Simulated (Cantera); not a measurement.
Input: 1 mol C6H6, 1.2 mol CO2, 2.4 mol H2, held at 1.10 mbar.

Equilibrium computed with Cantera from the NASA thermochemical tables; the gas is ideal and each condensed phase is pure. Candidate condensed phases: C, C6H6, C7H8, C8H18, H2O; 110 gas species. Equilibrium is a limit: real reactors are often held back by kinetics, nucleation or transport.

Problem. Which condensed phases are stable at each of these points (T (K)): 2750, 2775, 2800, 2825, 2850, 2875, 2900, 2925?

Solution. 
```tsv
T (K)	condensed phases	C condensed (%)
2750	C(graphite)	55.9
2775	C(graphite)	52.3
2800	C(graphite)	47.2
2825	C(graphite)	40.3
2850	C(graphite)	30.8
2875	C(graphite)	17.6
2900	gas only	0.0
2925	gas only	0.0
```

From 2750 K to 2875 K the condensed part is C(graphite). From 2900 K to 2925 K nothing is condensed.
